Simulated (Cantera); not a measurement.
A closed system holds: 1 mol CCl₄, 0.058 mol Si, 7 mol H₂, at 1.90 Pa.

Equilibrium computed with Cantera from the NASA thermochemical tables; the gas is ideal and each condensed phase is pure. Candidate condensed phases: C, C₆H₆, C₇H₈, C₈H₁₈, Si, SiC; 109 gas species. The numbers say what is thermodynamically allowed, not how fast it happens. All values below are at 3002 °C.

Base state: H 0.735, Cl 0.210, C 0.0523, Si 0.00304, H₂ 8.73e-5, C₂ 8.19e-5, HCl 3.72e-5 (mole fractions); condensed: gas only.

Question: What changes in the equilibrium state with this change: pressure from 1.90 Pa to 18.0 mbar?

Answer: 
```
species            before     after
----------------  -------  --------
H                   0.735     0.662
Cl                  0.210     0.207
H₂                8.73e-5    0.0673
C                  0.0523    0.0109
C₃                1.37e-6    0.0110
HCl               3.72e-5    0.0313
Si                0.00304   0.00291
C₂H₂ (acetylene)    <1e-9   0.00108
C₅                  <1e-9   5.35e-5
SiC₂              1.33e-8  0.000492
C₂H               7.46e-8   0.00261
```
The tables' values for SiCl, CCl are old estimates; treat these amounts as uncertain.
